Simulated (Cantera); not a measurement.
A Cantera script and its output.

```python
import numpy as np
import cantera as ct

gas = ct.Solution("gri30.yaml")
gas.TPX = 1625, 101325, {'CH4': 1, 'C2H6': 0.04, 'O2': 1.07, 'N2': 4.02}
reactor = ct.IdealGasConstPressureReactor(gas, energy="on", clone=False)
net = ct.ReactorNet([reactor])
net.rtol, net.atol = 1e-08, 1e-16
show = ['CH4', 'C2H6', 'O2', 'CH2CO', 'C2H']
times = np.geomspace(4e-06, 0.7, 13)

steps = ct.SolutionArray(gas, extra=["t"])
rows = []
print(f"{'t/s':>10s}{'T/K':>9s}{'P/Pa':>11s}" + "".join(f"{s:>11s}" for s in show))
for t in times:
    while net.time < t:
        t_next = net.step()
        steps.append(gas.state, t=t_next)
    rows.append([np.interp(t, steps.t, y) for y in (steps.T, steps.P, *steps(*show).X.T)])
    print(f"{t:10.3e}{rows[-1][0]:9.1f}{rows[-1][1]:11.4g}" + "".join(f"{x:11.3e}" for x in rows[-1][2:]))
rate = np.gradient(steps.T, steps.t)
print("integrator steps:", len(steps.t))
if steps.T.max() > steps.T[0] + 200:
    print(f"time of steepest temperature rise: {steps.t[rate.argmax()]:.4e} s")
gas.TPX = 1625, 101325, {'CH4': 1, 'C2H6': 0.04, 'O2': 1.07, 'N2': 4.02}
gas.equilibrate("HP")
print(f"equilibrium (HP): T = {gas.T:.1f} K  " + "  ".join(f"{s} {gas[s].X[0]:.3e}" for s in show))
```

It prints:

```
       t/s      T/K       P/Pa        CH4       C2H6         O2      CH2CO        C2H
 4.000e-06   1624.1  1.013e+05  1.631e-01  6.410e-03  1.745e-01  1.355e-10  9.664e-17
 1.094e-05   1622.6  1.013e+05  1.630e-01  6.212e-03  1.744e-01  1.126e-08  1.099e-14
 2.992e-05   1621.2  1.013e+05  1.621e-01  5.778e-03  1.739e-01  8.856e-07  1.597e-12
 8.181e-05   1633.7  1.013e+05  1.561e-01  5.162e-03  1.702e-01  3.968e-05  1.664e-10
 2.237e-04   2627.3  1.013e+05  6.775e-04  6.213e-08  2.373e-04  4.457e-05  3.309e-05
 6.119e-04   2613.1  1.013e+05  1.528e-10  4.396e-20  3.535e-05  2.214e-12  1.595e-12
 1.673e-03   2593.0  1.013e+05  9.434e-12  2.135e-23  5.314e-05  2.355e-14  1.932e-16
 4.576e-03   2592.4  1.013e+05  9.190e-12  2.055e-23  5.405e-05  2.310e-14  1.892e-16
 1.251e-02   2592.5  1.013e+05  9.173e-12  2.048e-23  5.411e-05  2.306e-14  1.890e-16
 3.422e-02   2592.5  1.013e+05  9.171e-12  2.047e-23  5.412e-05  2.306e-14  1.890e-16
 9.360e-02   2592.5  1.013e+05  9.171e-12  2.047e-23  5.412e-05  2.306e-14  1.890e-16
 2.560e-01   2592.5  1.013e+05  9.171e-12  2.047e-23  5.412e-05  2.306e-14  1.890e-16
 7.000e-01   2592.5  1.013e+05  9.171e-12  2.047e-23  5.412e-05  2.306e-14  1.890e-16
integrator steps: 1714
time of steepest temperature rise: 2.0822e-04 s
equilibrium (HP): T = 2592.5 K  CH4 1.031e-11  C2H6 2.523e-23  O2 5.412e-05  CH2CO 2.524e-14  C2H 2.062e-16
```

Cantera simulation using GRI-Mech 3.0 (53 species, 325 reactions); the numbers are that mechanism's predictions, not measurements.
